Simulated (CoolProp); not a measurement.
Properties of decamethyltetrasiloxane (MD2M) at several states.

Computed with CoolProp (reference Helmholtz-energy equation of state, Thol 2017).

```
T (K)  p (MPa)   phase  density (kg/m³)  Joule-Thomson coefficient (K/MPa)  isothermal compressibility (1/MPa)  fugacity coefficient
-----  -------  ------  ---------------  ---------------------------------  ----------------------------------  --------------------
448.9     0.15  liquid            690.4                            -0.1550                            0.007085                0.4027
474.4    0.127  liquid            658.4                           -0.03756                             0.01017                0.8675
283.3      1.4  liquid            865.2                            -0.4631                            0.001434              1.306e-5
412.7   0.0593  liquid            731.4                            -0.2617                            0.004638                0.3501
344.4   0.0305  liquid            802.5                            -0.3853                            0.002405               0.03682
```
